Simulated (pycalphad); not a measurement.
CALPHAD calculation (pycalphad, COST 507 light-alloy database (1999)), 1 atm. These are 1990s assessments: newer ones move some temperatures and phases. Amounts are mole fractions of atoms. Kinetics are ignored, which matters at the lower temperatures.

Q: Give the equilibrium state of Ti-10.75Hf-8.87B (at.%) at 1750 K.

A: bcc, fraction 0.826, with 12.7 Hf, 0.22 B at.%; BM, fraction 0.174, with 1.6 Hf, 50.0 B at.%.

Q: Give the equilibrium state of Ti-10.75Hf-8.87B (at.%) at 625 K.

A: 
```
T = 625.00 K, P = 101325 Pa, N = 1 mol of atoms
G = -37724 J/mol, H = -4797 J/mol, S = 52.68 J/(mol K)  (SER reference)
chemical potentials (J/mol): Ti -23421, Hf -36097, B -169310
phase             fraction      x(Ti)      x(Hf)       x(B)
HCP_A3              0.8228     0.8698     0.1301   0.000133
BM                  0.1772     0.4974     0.0026     0.5000
```

Database names, with the compositions (at.%) that they take in these runs: BM: Ti 48-50 B 50 Hf 0-2. HCP_A3 is hcp.
